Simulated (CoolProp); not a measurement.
Model: reference Helmholtz-energy equation of state, Guder 2009, in CoolProp.

Q: For sulfur hexafluoride, give the phase and the cp (kJ/(kg K)), expansivity (1/kK) at 233.2 K and 5500 kPa; 279.6 K and 5500 kPa.

A: 
- 233.2 K and 5500 kPa: liquid; cp 0.848, expansivity 2.59
- 279.6 K and 5500 kPa: liquid; cp 0.999, expansivity 4.11
